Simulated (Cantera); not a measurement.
An isothermal, constant-pressure homogeneous reactor starts with 57.7 % N2O, 42.1 % O2, 0.167 % N2, at 1225 K and 1.01 bar.

Detailed kinetics in Cantera: GRI-Mech 3.0 (53 species, 325 reactions). GRI-Mech 3.0 was tuned for natural gas; its chemistry of N2O as a main component is partial and can be far from experiment. The mechanism lacks the step 2 NO + O2 → 2 NO2, which can matter for NO2 below about 1400 K. The temperature is held fixed by assumption; the heat of reaction is taken as removed at once.

x: mole fraction; the columns are a selection and need not sum to one.

```
t (s)        x N2O   x O2     x N2      x O      x NO     x NO2
--------  --------  -----  -------  -------  --------  --------
1.00e-6      0.577  0.421  0.00167        …   3.25e-9    <1e-12
5.09e-6      0.577  0.421  0.00168        …   7.30e-8    <1e-12
2.60e-5      0.577  0.421  0.00168  2.37e-6   1.07e-6  1.11e-11
0.000132     0.577  0.421  0.00174  2.53e-6   7.66e-6  5.61e-10
0.000674     0.577  0.421  0.00201  2.53e-6   4.14e-5   1.61e-8
0.00343      0.575  0.422  0.00341  2.52e-6  0.000212   3.86e-7
0.0175       0.565  0.423   0.0104  2.51e-6   0.00107   6.49e-6
0.0891       0.519  0.432   0.0438  2.42e-6   0.00505   5.00e-5
0.454        0.352  0.462    0.167        …    0.0188  0.000205
2.31        0.0831  0.514    0.367        …    0.0356  0.000409
11.8      0.000668  0.532    0.430        …    0.0365  0.000795
60.0       3.52e-7  0.532    0.431        …    0.0364  0.000873
```

Question: What belongs in the gaps?

Answer: 
- 1.00e-6, x O: 2.56e-7
- 5.09e-6, x O: 1.06e-6
- 0.454, x O: 2.00e-6
- 2.31, x O: 8.14e-7
- 11.8, x O: 3.79e-8
- 60.0, x O: 3.07e-8
